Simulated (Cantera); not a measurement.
Catalytic combustion on Pt

An isothermal plug-flow reactor at 950 K and 5.00 bar (inlet), inlet velocity 1.3 m/s, active area per volume 210 1/m; feed H₂ : O₂ : N₂ : H₂O = 0.0078 : 0.037 : 0.79 : 0.017 (molar parts).

Computed with Cantera and Deutschmann's 1995 Pt surface mechanism with GRI-Mech 3.0 gas chemistry. Catalytic surfaces can have several steady states; this one follows from the mechanism file's or the stated starting coverage. Mass transfer to the wall is taken as infinitely fast.

| z (m) | x H₂ | x O₂ | x H₂O | θ free Pt | θ O* | θ OH* |
|---|---|---|---|---|---|---|
| 5.3e-05 | 0.00802 | 0.0429 | 0.0211 | 0.395 | 0.595 | 0.00948 |
| 0.0001 | 0.00721 | 0.0425 | 0.0219 | 0.360 | 0.631 | 0.00934 |
| 0.0002 | 0.00592 | 0.0419 | 0.0232 | 0.304 | 0.687 | 0.00901 |
| 0.00038 | 0.00442 | 0.0412 | 0.0248 | 0.242 | 0.750 | 0.00848 |
| 0.00074 | 0.00282 | 0.0404 | 0.0264 | 0.184 | 0.808 | 0.00779 |
| 0.0014 | 0.00148 | 0.0397 | 0.0277 | 0.147 | 0.845 | 0.00721 |
| 0.0027 | 0.000514 | 0.0393 | 0.0287 | 0.127 | 0.866 | 0.00683 |
| 0.0053 | 7.59e-5 | 0.0391 | 0.0292 | 0.119 | 0.874 | 0.00668 |
x: gas mole fraction; θ: surface coverage.
